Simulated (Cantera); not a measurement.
A closed system holds: 1 mol PbO, 2.6 mol CO, 0.35 mol N2, held at 69.0 mbar.

Cantera equilibrium calculation (NASA polynomials, part measured and part estimated; ideal gas, pure solids and liquids). Candidate condensed phases: C, Pb, PbO, PbO2, Pb3O4; 27 gas species. Gases not in the tables: (PbO)n polymers. The numbers say what is thermodynamically allowed, not how fast it happens.

Q: Which condensed phases are stable at each of these points (T (K)): 975, 1175, 1375, 1575, 1775, 1975, 2175, 2375?

A: 
| T (K) | condensed phases | Pb condensed (%) |
|---|---|---|
| 975 | Pb(l) | 100.0 |
| 1175 | Pb(l) | 98.1 |
| 1375 | Pb(l) | 69.0 |
| 1575 | gas only | 0.0 |
| 1775 | gas only | 0.0 |
| 1975 | gas only | 0.0 |
| 2175 | gas only | 0.0 |
| 2375 | gas only | 0.0 |

From 975 K to 1375 K the condensed part is Pb(l). From 1575 K to 2375 K nothing is condensed.
